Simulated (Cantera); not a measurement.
Input: 1 mol Pb, 1.2 mol N₂, 0.72 mol H₂, at 925 K and 21.0 Pa.

Cantera equilibrium calculation (NASA polynomials, part measured and part estimated; ideal gas, pure solids and liquids). Candidate condensed phases: Pb; 11 gas species. Rates play no part.

Base state: N₂ 0.617, H₂ 0.370, Pb 0.0127 (mole fractions); condensed: Pb(l).

Q: What changes in the equilibrium state with this change: Pb replaced by Fe(CO)₅?

A: 
```tsv
species	before	after
CO	0	0.722
N₂	0.617	0.173
H₂	0.370	0.104
Pb	0.0127	0
CO₂	0	0.000329
H₂O	0	2.35e-5
Pb(l), mol	0.975	0
C(graphite), mol	0	0.00243
Fe(α), mol	0	1.00
```
Condensed phases not in the tables: cementite and carbon dissolved in iron. Further candidate phases: C, C₆H₆, C₇H₈, C₈H₁₈, Fe, Fe(CO)₅, FeO, Fe(OH)₂, Fe(OH)₃, Fe₂O₃, Fe₃O₄, H₂O.
